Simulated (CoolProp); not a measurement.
Oxygen along the isotherm 172.6 K: density (kg/m³) from the reference equation and from simpler models built on Tc = 154.6 K, pc = 5.046 MPa, ω = 0.022; each cubic takes its own stable root.

Values from CoolProp's reference Helmholtz-energy equation of state, Schmidt 1985.

| p (MPa) | phase | reference |
|---|---|---|
| 5.05 | supercritical | 158.0 |
| 10.1 | supercritical | 540.2 |
| 15.1 | supercritical | 693.1 |
| 20.2 | supercritical | 762.7 |
| 25.2 | supercritical | 807.8 |
| 30.3 | supercritical | 842.7 |
| 35.3 | supercritical | 870.7 |
| 40.4 | supercritical | 894.8 |
| 45.4 | supercritical | 915.5 |
| 50.5 | supercritical | 934.3 |

**Question.** How far does each simpler model (ideal gas, Peng-Robinson) lie from the reference over these 10 states: mean and median of the absolute difference, and the worst?

**Answer.** 
- ideal gas: mean 27.1 %, median 24.6 %, worst -58.3 % at 172.6 K and 10.1 MPa
- Peng-Robinson: mean 7.2 %, median 8.0 %, worst +11.3 % at 172.6 K and 50.5 MPa
